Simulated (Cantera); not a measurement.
An isothermal, constant-pressure homogeneous reactor starts with NO : N2 = 1 : 4.8 (molar parts), at 1775 K and 1.88 atm.

Computed with Cantera and GRI-Mech 3.0 (53 species, 325 reactions).

One state of this run: x NO = 0.00770; x N2O = 2.43e-7; x O = 2.01e-5; x NO2 = 1.76e-5; x N2 = 0.910; x O2 = 0.0823. x: mole fraction; the columns are a selection and need not sum to one.

### Question
Which value of t (s) does it belong to?
(A) 0.0355
(B) 70.0
(C) 0.00283
(D) 0.445

### Answer
B, 70.0
